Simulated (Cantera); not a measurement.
Charge: 1 mol Si, 1.1 mol HCl, 2.5 mol H2, held at 1025 °C and 0.670 bar.

Cantera equilibrium calculation (NASA polynomials, part measured and part estimated; ideal gas, pure solids and liquids). Candidate condensed phases: Si; 19 gas species. The tables' values for SiCl3 are old estimates; treat these amounts as uncertain. The numbers say what is thermodynamically allowed, not how fast it happens.

Base state: H2 0.854, HCl 0.0659, SiCl4 0.0350, SiHCl3 0.0205, SiCl2 0.0135, SiCl3 0.00890, SiH2Cl2 0.00169, SiH3Cl 3.92e-5 (mole fractions); condensed: Si(s).

### Question
What changes in the equilibrium state with this change: Si replaced by SiCl4?

### Answer
| species | before | after |
|---|---|---|
| H2 | 0.854 | 0.516 |
| HCl | 0.0659 | 0.268 |
| SiCl4 | 0.0350 | 0.188 |
| SiCl2 | 0.0135 | 0.00264 |
| SiHCl3 | 0.0205 | 0.0163 |
| SiH3Cl | 3.92e-5 | 6.83e-7 |
| SiH2Cl2 | 0.00169 | 0.000199 |
| SiCl3 | 0.00890 | 0.00910 |
| Si(s), mol | 0.730 | 0 |
